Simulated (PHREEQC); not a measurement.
1 kg of water holding 14 mmol/kgw Na2SO4, 10 mmol/kgw NaOH and 3.8 mmol/kgw Na2CO3 is evaporated at 25 °C; the solids stay in contact with the brine. CO2 is held at log p = -3.4 (atm). Only these solids could form: Burkeite, Mirabilite, Nahcolite, Natron, Thenardite, Trona.

The series has 28 steps of water left (kg), from 1 to 0.003801.

The numbers come from PHREEQC with the Pitzer model, pitzer.dat.

Which solids form, in which order, and at which step of the series does each first stand?

Mirabilite from water left = 0.007361 kg (pH 9.94); Trona from water left = 0.003801 kg (pH 9.99).
